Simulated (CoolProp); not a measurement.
Vapour-liquid equilibrium of CH2F2 (R32) (1) + R1234ze(E) (2) at 13.95 °C; x and y are mole fractions of (1).

Values from CoolProp's multi-fluid Helmholtz-energy mixture model, Tillner-Roth 1997 and Thol 2016; pair parameters Bell 2023.

Problem. Give the bubble pressure and the first vapour's composition at x = 0.2, 0.35, 0.95. Is there an azeotrope?

Solution. x = 0.2: 552.7 kPa, y = 0.458; x = 0.35: 692.5 kPa, y = 0.629; x = 0.95: 1198 kPa, y = 0.978. No azeotrope shows between x = 0.05 and 0.95.

The pair parameters rest on a limited set of measurements; away from them the model extrapolates.
